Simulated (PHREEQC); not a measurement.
Make-up at 25 °C: 0.0056 mol TMAH, 0.00014 mol H4SiO4 and 0.0061 mol K3PO4 per kg of water. Closed to the air; pH follows from the charge balance.

Equilibrium calculation in PHREEQC: ion-association model, wateq4f.dat.

No solid was allowed to form.

**Question.** Order these Si species by the share of Si that they hold, largest first: H4SiO4, H2SiO4-2, H3SiO4-.

**Answer.** H3SiO4- (92 %), H2SiO4-2 (7.5 %), H4SiO4 (0.70 %)

**Question.** Order these P species by the share of P that they hold, largest first: PO4-3, KHPO4-, HPO4-2.

**Answer.** HPO4-2 (56 %), PO4-3 (43 %), KHPO4- (1.00 %)

The pH is 11.87 and the ionic strength 0.0352 mol/kgw. (CH3)4N+ isn't in the database: it is added as a free cation with an ion size of 4 Å. H3PO4, which wateq4f.dat lacks, is added to it with the constant of phreeqc.dat.
